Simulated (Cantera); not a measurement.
What does this Cantera script print?

```python
import numpy as np
import cantera as ct

gas = ct.Solution("h2o2.yaml")
gas.TPX = 1450, 610000, {'H2': 1, 'O2': 0.694, 'N2': 2.61, 'H2O': 0.41}
reactor = ct.IdealGasConstPressureReactor(gas, energy="on", clone=False)
net = ct.ReactorNet([reactor])
net.rtol, net.atol = 1e-08, 1e-16
show = ['H2', 'O2', 'H2O', 'H2O2', 'H', 'O']
times = np.geomspace(4e-06, 2, 10)

steps = ct.SolutionArray(gas, extra=["t"])
rows = []
print(f"{'t/s':>10s}{'T/K':>9s}{'P/Pa':>11s}" + "".join(f"{s:>11s}" for s in show))
for t in times:
    while net.time < t:
        t_next = net.step()
        steps.append(gas.state, t=t_next)
    rows.append([np.interp(t, steps.t, y) for y in (steps.T, steps.P, *steps(*show).X.T)])
    print(f"{t:10.3e}{rows[-1][0]:9.1f}{rows[-1][1]:11.4g}" + "".join(f"{x:11.3e}" for x in rows[-1][2:]))
rate = np.gradient(steps.T, steps.t)
print("integrator steps:", len(steps.t))
if steps.T.max() > steps.T[0] + 200:
    print(f"time of steepest temperature rise: {steps.t[rate.argmax()]:.4e} s")
gas.TPX = 1450, 610000, {'H2': 1, 'O2': 0.694, 'N2': 2.61, 'H2O': 0.41}
gas.equilibrate("HP")
print(f"equilibrium (HP): T = {gas.T:.1f} K  " + "  ".join(f"{s} {gas[s].X[0]:.3e}" for s in show))
```

It prints:

```
       t/s      T/K       P/Pa         H2         O2        H2O       H2O2          H          O
 4.000e-06   2103.7    6.1e+05  3.847e-02  5.495e-02  2.449e-01  3.023e-06  3.432e-02  1.842e-02
 1.719e-05   2701.9    6.1e+05  9.470e-03  4.402e-02  3.093e-01  1.682e-06  2.424e-03  3.313e-03
 7.388e-05   2707.5    6.1e+05  9.073e-03  4.395e-02  3.101e-01  1.709e-06  2.271e-03  3.182e-03
 3.175e-04   2707.5    6.1e+05  9.073e-03  4.395e-02  3.101e-01  1.709e-06  2.271e-03  3.182e-03
 1.364e-03   2707.5    6.1e+05  9.073e-03  4.395e-02  3.101e-01  1.709e-06  2.271e-03  3.182e-03
 5.863e-03   2707.5    6.1e+05  9.073e-03  4.395e-02  3.101e-01  1.709e-06  2.271e-03  3.182e-03
 2.520e-02   2707.5    6.1e+05  9.073e-03  4.395e-02  3.101e-01  1.709e-06  2.271e-03  3.182e-03
 1.083e-01   2707.5    6.1e+05  9.073e-03  4.395e-02  3.101e-01  1.709e-06  2.271e-03  3.182e-03
 4.654e-01   2707.5    6.1e+05  9.073e-03  4.395e-02  3.101e-01  1.709e-06  2.271e-03  3.182e-03
 2.000e+00   2707.5    6.1e+05  9.073e-03  4.395e-02  3.101e-01  1.709e-06  2.271e-03  3.182e-03
integrator steps: 1024
time of steepest temperature rise: 3.5453e-06 s
equilibrium (HP): T = 2707.5 K  H2 9.073e-03  O2 4.395e-02  H2O 3.101e-01  H2O2 1.709e-06  H 2.271e-03  O 3.182e-03
```

Computed with Cantera and the H2/O2 subset of GRI-Mech 3.0, which has no nitrogen chemistry. The hydrogen kinetics of GRI-Mech 3.0 are dated; newer H2 mechanisms differ, most at raised pressure.
